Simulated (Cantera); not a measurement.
An isothermal, constant-pressure homogeneous reactor starts with N2O : N2 = 1 : 0.16 (molar parts), at 1050 K and 56000 Pa.

Cantera simulation using GRI-Mech 3.0 (53 species, 325 reactions); the numbers are that mechanism's predictions, not measurements. GRI-Mech 3.0 was tuned for natural gas; its chemistry of N2O as a main component is partial and can be far from experiment. The mechanism lacks the step 2 NO + O2 → 2 NO2, which can matter for NO2 below about 1400 K. The temperature is held fixed by assumption; the heat of reaction is taken as removed at once.

Q: Predict: x(N2O) at 10.0 s; x(NO) at 10.0 s; x(N2) at 10.0 s; x(NO2) at 10.0 s; x(O2) at 10.0 s; x(O) at 10.0 s.

A: x(N2O) at 10.0 s: 0.723 (gas-phase equilibrium 3.31e-9)
x(NO) at 10.0 s: 0.00503 (gas-phase equilibrium 5.99e-5)
x(N2) at 10.0 s: 0.226 (gas-phase equilibrium 0.699)
x(NO2) at 10.0 s: 4.18e-5 (gas-phase equilibrium 2.07e-6)
x(O2) at 10.0 s: 0.0460 (gas-phase equilibrium 0.301)
x(O) at 10.0 s: 1.13e-7 (gas-phase equilibrium 4.94e-10)
